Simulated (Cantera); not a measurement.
## Equilibrium for metals in furnace atmospheres: Fe + H2O + H2

A closed system holds: 1 mol Fe, 3 mol H2O, 63 mol H2, equilibrated at 1.00 Torr.

Equilibrium computed with Cantera from the NASA thermochemical tables; the gas is ideal and each condensed phase is pure. Candidate condensed phases: Fe, FeO, Fe(OH)2, Fe(OH)3, Fe2O3, Fe3O4, H2O; 12 gas species. Kinetics and transport are ignored.

From 525 °C to 825 °C the condensed part is Fe(α). From 925 °C to 1325 °C the condensed part is Fe(γ). At 1425 °C the condensed part is Fe(δ). From 1525 °C to 1725 °C nothing is condensed.

```csv
T (°C),x H2,x H2O,x H,x Fe,x OH,x FeO,n Fe(α),n Fe(γ),n Fe(δ)
525,0.955,0.0455,7.13e-11,<1e-12,<1e-12,<1e-12,1.00,0,0
625,0.955,0.0455,2.93e-9,<1e-12,<1e-12,<1e-12,1.00,0,0
725,0.955,0.0455,5.76e-8,1.01e-11,5.97e-12,<1e-12,1.00,0,0
825,0.955,0.0455,6.62e-7,8.73e-10,1.39e-10,<1e-12,1.00,0,0
925,0.955,0.0455,5.09e-6,3.48e-8,1.91e-9,1.30e-12,0,1.000,0
1025,0.955,0.0455,2.87e-5,7.73e-7,1.77e-8,5.38e-11,0,1.000,0
1125,0.954,0.0455,0.000127,1.09e-5,1.19e-7,1.30e-9,0,0.999,0
1225,0.954,0.0454,0.000460,0.000108,6.21e-7,2.03e-8,0,0.993,0
1325,0.952,0.0454,0.00142,0.000792,2.64e-6,2.24e-7,0,0.948,0
1425,0.946,0.0451,0.00385,0.00457,9.45e-6,1.84e-6,0,0,0.696
1525,0.931,0.0445,0.00931,0.0148,2.92e-5,8.24e-6,0,0,0
1625,0.920,0.0442,0.0205,0.0148,8.07e-5,1.09e-5,0,0,0
1725,0.900,0.0436,0.0417,0.0146,0.000201,1.40e-5,0,0,0
```
x: gas mole fraction; n: condensed amount in mol.
